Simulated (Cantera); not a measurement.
Charge: 1 mol CaCl₂, 6.2 mol O₂, 150 mol H₂, held at 1.00 Torr.

Method: chemical equilibrium by Gibbs-energy minimisation in Cantera with the NASA 1993 tables (ideal gas, pure condensed phases). Candidate condensed phases: Ca, CaCl₂, CaO, Ca(OH)₂, H₂O; 21 gas species. Condensed phases not in the tables: oxide chlorides. Kinetics and transport are ignored. All values below are at 1473 K.

Base state: H₂ 0.911, H₂O 0.0759, HCl 0.0125, CaCl₂ 0.000379, H 0.000331 (mole fractions); condensed: CaO(s).

What changes in the equilibrium state with this change: CaCl₂ replaced by FeCl₂?


```json
[
 {"species": "H₂", "before": "0.911", "after": "0.904"},
 {"species": "H₂O", "before": "0.0759", "after": "0.0821"},
 {"species": "HCl", "before": "0.0125", "after": "0.0130"},
 {"species": "FeCl₂", "before": "0", "after": "0.000133"},
 {"species": "CaCl₂", "before": "0.000379", "after": "0"},
 {"species": "Fe", "before": "0", "after": "6.27e-5"},
 {"species": "H", "before": "0.000331", "after": "0.000329"},
 {"species": "CaO(s), mol", "before": "0.943", "after": "0"},
 {"species": "Fe(γ), mol", "before": "0", "after": "0.970"}
]
```
Further candidate phases: Fe, FeCl₂, FeCl₃, FeO, Fe(OH)₂, Fe(OH)₃, Fe₂O₃, Fe₃O₄.
